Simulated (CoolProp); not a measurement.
A Linde-Hampson liquefier for normal hydrogen: isothermal reversible compression at 300 K from 1 atm to 20 MPa, throttling to 1 atm, return gas leaving the recuperator 10 K below the feed. Each further row changes one setting.

Values from CoolProp's reference Helmholtz-energy equation of state, Leachman 2009.

```json
[
 {"case": "as stated", "compression work (kJ/kg of gas)": "6690"},
 {"case": "high pressure 40 MPa", "compression work (kJ/kg of gas)": "7700"},
 {"case": "warm-end temperature 330 K", "compression work (kJ/kg of gas)": "7340"},
 {"case": "warm-end gap 15 K", "compression work (kJ/kg of gas)": "6690"}
]
```
